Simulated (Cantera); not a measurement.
CH3SiH3 + HCl + H2 (silicon carbide growth)

Feed: 1 mol CH3SiH3, 1.1 mol HCl, 500 mol H2, held at 1100 K and 0.0210 bar.

Equilibrium computed with Cantera from the NASA thermochemical tables; the gas is ideal and each condensed phase is pure. Candidate condensed phases: C, C6H6, C7H8, C8H18, Si, SiC; 109 gas species. The feed counts by its element totals alone. Kinetics and transport are ignored.

x(H2): 0.998
x(HCl): 0.00218
x(CH4): 2.72e-6
x(SiCl2): 2.31e-6
n(SiC(s)): 0.999 mol
gas amount: 504.1 mol
log10 activity of Si(s) (absent): -0.62
log10 activity of C(graphite) (absent): -2.44
